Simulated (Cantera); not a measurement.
A freely propagating, adiabatic, planar premixed flame of 15.1 % CH4, 21.6 % O2, 63.3 % N2, unburnt at 625 K and 740000 Pa; mixture-averaged transport, grid criteria slope 0.08 and curve 0.16, no radiation.

Cantera simulation using GRI-Mech 3.0 (53 species, 325 reactions); the numbers are that mechanism's predictions, not measurements. Burning velocities carry a grid error of a few per cent, more on coarse grids.

x: mole fraction of selected species; z is measured from the peak of heat release.

```json
[
 {"z (mm)": "-0.243", "T (K)": "626", "u (m/s)": "0.649", "x CH4": "0.150", "x O2": "0.215", "x H2": "0.00369", "x HCN": "<1e-8", "x NO": "<1e-8", "x CO": "1.39e-5"},
 {"z (mm)": "-0.162", "T (K)": "633", "u (m/s)": "0.661", "x CH4": "0.148", "x O2": "0.213", "x H2": "0.00970", "x HCN": "2.85e-8", "x NO": "2.18e-8", "x CO": "0.000190"},
 {"z (mm)": "-0.121", "T (K)": "654", "u (m/s)": "0.687", "x CH4": "0.146", "x O2": "0.210", "x H2": "0.0161", "x HCN": "1.34e-7", "x NO": "9.10e-8", "x CO": "0.000748"},
 {"z (mm)": "-0.0809", "T (K)": "778", "u (m/s)": "0.829", "x CH4": "0.134", "x O2": "0.199", "x H2": "0.0278", "x HCN": "1.19e-6", "x NO": "7.57e-7", "x CO": "0.00478"},
 {"z (mm)": "-0.0404", "T (K)": "1274", "u (m/s)": "1.39", "x CH4": "0.0912", "x O2": "0.147", "x H2": "0.0447", "x HCN": "9.03e-6", "x NO": "7.17e-6", "x CO": "0.0269"},
 {"z (mm)": "-0.0202", "T (K)": "[?]", "u (m/s)": "1.89", "x CH4": "[?]", "x O2": "[?]", "x H2": "[?]", "x HCN": "[?]", "x NO": "[?]", "x CO": "[?]"},
 {"z (mm)": "0", "T (K)": "2090", "u (m/s)": "2.36", "x CH4": "0.0176", "x O2": "0.0417", "x H2": "0.0600", "x HCN": "3.99e-5", "x NO": "3.04e-5", "x CO": "0.0782"},
 {"z (mm)": "0.0202", "T (K)": "2288", "u (m/s)": "2.59", "x CH4": "0.00410", "x O2": "0.0132", "x H2": "0.0624", "x HCN": "6.43e-5", "x NO": "5.35e-5", "x CO": "0.0904"},
 {"z (mm)": "0.0404", "T (K)": "2358", "u (m/s)": "2.67", "x CH4": "0.00113", "x O2": "0.00389", "x H2": "0.0640", "x HCN": "7.31e-5", "x NO": "7.99e-5", "x CO": "0.0926"},
 {"z (mm)": "0.0809", "T (K)": "2394", "u (m/s)": "2.70", "x CH4": "0.000184", "x O2": "0.000449", "x H2": "0.0664", "x HCN": "5.98e-5", "x NO": "0.000119", "x CO": "0.0916"},
 {"z (mm)": "0.162", "T (K)": "2408", "u (m/s)": "2.72", "x CH4": "1.84e-5", "x O2": "5.41e-5", "x H2": "0.0679", "x HCN": "3.23e-5", "x NO": "0.000157", "x CO": "0.0907"},
 {"z (mm)": "0.323", "T (K)": "2415", "u (m/s)": "2.72", "x CH4": "8.16e-7", "x O2": "2.84e-5", "x H2": "0.0682", "x HCN": "1.12e-5", "x NO": "0.000181", "x CO": "0.0907"},
 {"z (mm)": "0.647", "T (K)": "2418", "u (m/s)": "2.73", "x CH4": "[?]", "x O2": "[?]", "x H2": "0.0683", "x HCN": "[?]", "x NO": "0.000191", "x CO": "0.0908"}
]
```

Task: Some entries are withheld; supply them.

Result: 
- -0.0202, T (K): 1703
- -0.0202, x CH4: 0.0524
- -0.0202, x O2: 0.0952
- -0.0202, x H2: 0.0535
- -0.0202, x HCN: 2.01e-5
- -0.0202, x NO: 1.61e-5
- -0.0202, x CO: 0.0519
- 0.647, x CH4: 1.80e-8
- 0.647, x O2: 2.17e-5
- 0.647, x HCN: 2.39e-6
